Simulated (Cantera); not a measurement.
Input (Python, Cantera):

```python
import numpy as np
import cantera as ct

gas = ct.Solution("h2o2.yaml")
gas.TPX = 1275, 1333, {'H2': 0.019, 'O2': 1, 'H2O': 0.012}
reactor = ct.IdealGasConstPressureReactor(gas, energy="off", clone=False)
net = ct.ReactorNet([reactor])
net.rtol, net.atol = 1e-08, 1e-18
show = ['H2', 'O2', 'O', 'H2O2', 'OH', 'H2O']
times = np.geomspace(0.0006, 10, 13)

steps = ct.SolutionArray(gas, extra=["t"])
rows = []
print(f"{'t/s':>10s}{'T/K':>9s}{'P/Pa':>11s}" + "".join(f"{s:>11s}" for s in show))
for t in times:
    while net.time < t:
        t_next = net.step()
        steps.append(gas.state, t=t_next)
    rows.append([np.interp(t, steps.t, y) for y in (steps.T, steps.P, *steps(*show).X.T)])
    print(f"{t:10.3e}{rows[-1][0]:9.1f}{rows[-1][1]:11.4g}" + "".join(f"{x:11.3e}" for x in rows[-1][2:]))
rate = np.gradient(steps.T, steps.t)
print("integrator steps:", len(steps.t))
if steps.T.max() > steps.T[0] + 200:
    print(f"time of steepest temperature rise: {steps.t[rate.argmax()]:.4e} s")
gas.TPX = 1275, 1333, {'H2': 0.019, 'O2': 1, 'H2O': 0.012}
gas.equilibrate("TP")
print(f"equilibrium (TP): T = {gas.T:.1f} K  " + "  ".join(f"{s} {gas[s].X[0]:.3e}" for s in show))
```

Output:

```
       t/s      T/K       P/Pa         H2         O2          O       H2O2         OH        H2O
 6.000e-04   1275.0       1333  1.843e-02  9.699e-01  1.316e-07  3.166e-11  1.020e-07  1.164e-02
 1.349e-03   1275.0       1333  1.842e-02  9.699e-01  2.926e-06  1.559e-10  2.216e-06  1.164e-02
 3.032e-03   1275.0       1333  1.531e-02  9.672e-01  1.897e-03  2.020e-08  1.301e-03  1.392e-02
 6.817e-03   1275.0       1333  2.297e-04  9.539e-01  1.423e-02  4.622e-08  2.226e-03  2.803e-02
 1.533e-02   1275.0       1333  1.961e-04  9.551e-01  1.314e-02  4.430e-08  2.105e-03  2.824e-02
 3.446e-02   1275.0       1333  1.652e-04  9.574e-01  1.098e-02  4.309e-08  1.934e-03  2.854e-02
 7.746e-02   1275.0       1333  1.166e-04  9.610e-01  7.663e-03  4.013e-08  1.628e-03  2.900e-02
 1.741e-01   1275.0       1333  6.179e-05  9.650e-01  4.014e-03  3.383e-08  1.188e-03  2.951e-02
 3.915e-01   1275.0       1333  2.332e-05  9.678e-01  1.502e-03  2.385e-08  7.312e-04  2.990e-02
 8.801e-01   1275.0       1333  6.783e-06  9.690e-01  4.355e-04  1.344e-08  3.953e-04  3.013e-02
 1.979e+00   1275.0       1333  1.785e-06  9.694e-01  1.145e-04  6.230e-09  2.032e-04  3.024e-02
 4.448e+00   1275.0       1333  4.866e-07  9.696e-01  3.126e-05  2.561e-09  1.063e-04  3.029e-02
 1.000e+01   1275.0       1333  1.472e-07  9.696e-01  9.475e-06  1.014e-09  5.855e-05  3.032e-02
integrator steps: 1512
equilibrium (TP): T = 1275.0 K  H2 1.483e-08  O2 9.696e-01  O 9.586e-07  H2O2 1.556e-10  OH 1.863e-05  H2O 3.034e-02
```

Model: the H2/O2 subset of GRI-Mech 3.0, which has no nitrogen chemistry, integrated in Cantera. Radical loss at walls, strong at low pressure, is not modelled.
